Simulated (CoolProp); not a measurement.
A single-stage vapour-compression cycle with R22: evaporating at 208.15 K (dew point), condensing at 252.15 K (bubble point), superheat 5 K, subcooling 8 K, compressor efficiency 0.9, no pressure losses. Each further row changes one setting.

Model: reference Helmholtz-energy equation of state, Kamei 1995, in CoolProp.

```tsv
case	cooling COP	pressure ratio	discharge temperature (K)	refrigerating effect (kJ/kg)	volumetric capacity (kJ/m³)
as stated	?	8.45	311.0	212	293
evaporating temperature 213.15 K	?	6.29	?	214	390
condensing temperature 247.15 K	?	?	301.1	217	300
subcooling 13 K	?	8.45	311.0	217	300
superheat 15 K	?	8.45	322.8	218	287
compressor efficiency 0.8	3.29	8.45	321.3	212	293
```

Q: Some entries are withheld; supply them.

A: 
- as stated, cooling COP: 3.70
- evaporating temperature 213.15 K, cooling COP: 4.38
- evaporating temperature 213.15 K, discharge temperature (K): 302.7
- condensing temperature 247.15 K, cooling COP: 4.26
- condensing temperature 247.15 K, pressure ratio: 6.92
- subcooling 13 K, cooling COP: 3.80
- superheat 15 K, cooling COP: 3.64
